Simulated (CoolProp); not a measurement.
n-nonane along the isotherm 326.85 °C: density (kg/m³) from the reference equation and from simpler models built on Tc = 321.4 °C, pc = 2.282 MPa, ω = 0.443; each cubic takes its own stable root.

The numbers come from the reference Helmholtz-energy equation of state, Lemmon 2006 in CoolProp. It is a short technical equation, of lower accuracy than the large ones.

```tsv
p (MPa)	phase	reference	ideal gas	Soave-Redlich-Kwong
2.28	gas	131.2	58.62	118.4
4.56	supercritical	409.5	117.2	329.1
6.85	supercritical	441.6	176.1	369.0
9.13	supercritical	461.6	234.7	394.5
11.4	supercritical	476.4	293.1	413.5
13.7	supercritical	488.6	352.2	429.0
16	supercritical	498.8	411.3	442.0
18.3	supercritical	507.8	470.5	453.0
20.5	supercritical	515.4	527.0	462.4
22.8	supercritical	522.6	586.2	471.0
```
